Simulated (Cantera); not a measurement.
Feed: 1 mol NH3, 0.13 mol H2O, 0.18 mol O2, held at 2475 K and 1.00 bar.

These are equilibrium values from Cantera (NASA tables, ideal gas, pure condensed phases), not measurements of a reactor. Candidate condensed phases: H2O; 24 gas species. Rates play no part.

Base state: H2 0.523, N2 0.233, H2O 0.226, H 0.0163, OH 0.00142, NO 5.94e-5, O 2.92e-5 (mole fractions); condensed: gas only.

What changes in the equilibrium state with this change: 0.35 mol H2S added?


| species | before | after |
|---|---|---|
| H2 | 0.523 | 0.534 |
| N2 | 0.233 | 0.187 |
| H2O | 0.226 | 0.165 |
| S2 | 0 | 0.0337 |
| SH | 0 | 0.0224 |
| H2S | 0 | 0.0204 |
| H | 0.0163 | 0.0164 |
| SO | 0 | 0.00964 |
| S | 0 | 0.00723 |
| SO2 | 0 | 0.00327 |
| S2O | 0 | 0.000195 |
| SN | 0 | 2.40e-5 |
Further candidate phases: H2SO4, S.

What changes in the equilibrium state with this change: H2O from 0.13 to 0.87 mol?


```
species   before    after
-------  -------  -------
H2O        0.226    0.422
H2         0.523    0.389
N2         0.233    0.173
H         0.0163   0.0140
O2       5.19e-6  3.26e-5
O        2.92e-5  7.30e-5
```
